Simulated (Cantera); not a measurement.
An isothermal plug-flow reactor at 900 K and 120000 Pa (inlet), inlet velocity 0.89 m/s, active area per volume 190 1/m; feed 1.82 % CO, 2.31 % O2, 95.9 % N2, equivalence ratio 0.39.

Cantera simulation using Deutschmann's 1995 Pt surface mechanism with GRI-Mech 3.0 gas chemistry; the numbers are that mechanism's predictions, not measurements. Catalytic surfaces can have several steady states; this one follows from the mechanism file's or the stated starting coverage. Mass transfer to the wall is taken as infinitely fast.

One state of this run: x CO = 3.99e-6; x O2 = 0.0141; x H2O = <1e-12; x CO2 = 0.0184; θ free Pt = 0.173; θ O* = 0.827; θ CO* = 3.50e-6. x: gas mole fraction; θ: surface coverage.

**Question.** Which value of z (m) does it belong to?
A. 0.00026
B. 7e-05
C. 0.0019
D. 0.0036

**Answer.** D, 0.0036
